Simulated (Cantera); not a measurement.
An isothermal, constant-pressure homogeneous reactor starts with H2 : O2 = 0.085 : 1 (molar parts), equivalence ratio 0.043, at 1348 K and 0.0336 atm.

Model: the H2/O2 subset of GRI-Mech 3.0, which has no nitrogen chemistry, integrated in Cantera. Radical loss at walls, strong at low pressure, is not modelled. The temperature is held fixed by assumption; the heat of reaction is taken as removed at once.

One state of this run: x H2 = 9.17e-8; x O2 = 0.918; x H2O = 0.0815; x H = 3.83e-9; x H2O2 = 1.13e-9; x OH = 5.47e-5. x: mole fraction; the columns are a selection and need not sum to one.

Which value of t (s) does it belong to?
A. 4.71
B. 0.0290
C. 16.8
D. 0.000637

C, 16.8
